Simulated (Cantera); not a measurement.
A Cantera script and its output.

```python
import numpy as np
import cantera as ct

gas = ct.Solution("gri30.yaml")
gas.TPX = 950, 101325, {'CH4': 1, 'C2H6': 0.16, 'O2': 1.83, 'N2': 6.88}
reactor = ct.IdealGasReactor(gas, energy="on", clone=False)
net = ct.ReactorNet([reactor])
net.rtol, net.atol = 1e-08, 1e-16
show = ['CH4', 'C2H6', 'O2', 'NO', 'H2', 'HCO', 'C2H2']
times = np.geomspace(2e-06, 5, 10)

steps = ct.SolutionArray(gas, extra=["t"])
rows = []
print(f"{'t/s':>10s}{'T/K':>9s}{'P/Pa':>11s}" + "".join(f"{s:>11s}" for s in show))
for t in times:
    while net.time < t:
        t_next = net.step()
        steps.append(gas.state, t=t_next)
    rows.append([np.interp(t, steps.t, y) for y in (steps.T, steps.P, *steps(*show).X.T)])
    print(f"{t:10.3e}{rows[-1][0]:9.1f}{rows[-1][1]:11.4g}" + "".join(f"{x:11.3e}" for x in rows[-1][2:]))
rate = np.gradient(steps.T, steps.t)
print("integrator steps:", len(steps.t))
if steps.T.max() > steps.T[0] + 200:
    print(f"time of steepest temperature rise: {steps.t[rate.argmax()]:.4e} s")
gas.TPX = 950, 101325, {'CH4': 1, 'C2H6': 0.16, 'O2': 1.83, 'N2': 6.88}
gas.equilibrate("UV")
print(f"equilibrium (UV): T = {gas.T:.1f} K  " + "  ".join(f"{s} {gas[s].X[0]:.3e}" for s in show))
```

Output:

```
       t/s      T/K       P/Pa        CH4       C2H6         O2         NO         H2        HCO       C2H2
 2.000e-06    950.0  1.013e+05  1.013e-01  1.621e-02  1.854e-01  6.301e-31  7.398e-16  7.355e-24  2.015e-27
 1.028e-05    950.0  1.013e+05  1.013e-01  1.621e-02  1.854e-01  2.662e-29  8.727e-15  1.995e-22  5.046e-25
 5.282e-05    950.0  1.013e+05  1.013e-01  1.621e-02  1.854e-01  6.930e-28  1.061e-13  5.287e-21  1.236e-22
 2.714e-04    950.0  1.013e+05  1.013e-01  1.621e-02  1.854e-01  1.722e-26  2.022e-12  1.334e-19  2.429e-20
 1.395e-03    950.0  1.013e+05  1.013e-01  1.621e-02  1.854e-01  3.568e-25  4.120e-11  2.796e-18  4.977e-18
 7.169e-03    950.0  1.013e+05  1.013e-01  1.621e-02  1.854e-01  4.698e-24  7.010e-10  3.758e-17  5.729e-16
 3.684e-02    950.0  1.013e+05  1.013e-01  1.621e-02  1.854e-01  1.337e-22  2.843e-08  9.920e-16  9.254e-14
 1.893e-01    951.2  1.015e+05  1.012e-01  1.607e-02  1.852e-01  2.291e-18  4.189e-05  8.745e-12  3.180e-09
 9.729e-01   2743.9  3.201e+05  1.051e-12  9.263e-25  9.045e-04  2.010e-03  5.458e-02  2.427e-07  2.106e-15
 5.000e+00   2743.9  3.201e+05  1.051e-12  9.263e-25  9.045e-04  2.010e-03  5.458e-02  2.427e-07  2.106e-15
integrator steps: 2412
time of steepest temperature rise: 3.2882e-01 s
equilibrium (UV): T = 2743.9 K  CH4 1.228e-12  C2H6 1.207e-24  O2 9.045e-04  NO 2.010e-03  H2 5.458e-02  HCO 2.427e-07  C2H2 2.264e-15
```

Cantera simulation using GRI-Mech 3.0 (53 species, 325 reactions); the numbers are that mechanism's predictions, not measurements. Below about 1000 K GRI-Mech 3.0 lacks low-temperature oxidation paths.
